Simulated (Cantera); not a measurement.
**Gas-phase reforming**

A perfectly stirred reactor is fed with CH4 : CO2 = 1 : 0.049 (molar parts), at 3.60 bar; it is held at 1450 K, and followed from long to short residence time.

Cantera simulation using GRI-Mech 3.0 (53 species, 325 reactions); the numbers are that mechanism's predictions, not measurements. GRI-Mech 3.0 stops at C3 and has no aromatics, soot or wall deposition, so with more carbon than oxygen in the feed, carbon stays in small species such as C2H2 where larger ones or solid carbon would form.

```tsv
τ (s)	x CH4	x CO2	x CH3	x C2H4	x CH2CO
14	0.397	0.00222	6.30e-5	0.0586	2.00e-6
4.9	0.409	0.00457	6.35e-5	0.0584	2.33e-6
1.7	0.445	0.0106	6.40e-5	0.0538	2.12e-6
0.62	0.535	0.0226	6.62e-5	0.0411	1.26e-6
0.22	0.688	0.0359	7.60e-5	0.0232	4.06e-7
0.078	0.822	0.0429	9.18e-5	0.0130	8.24e-8
0.028	0.901	0.0456	0.000103	0.00780	1.06e-8
0.0098	0.936	0.0464	0.000102	0.00321	8.36e-10
```
x: mole fraction; the columns are a selection and need not sum to one.
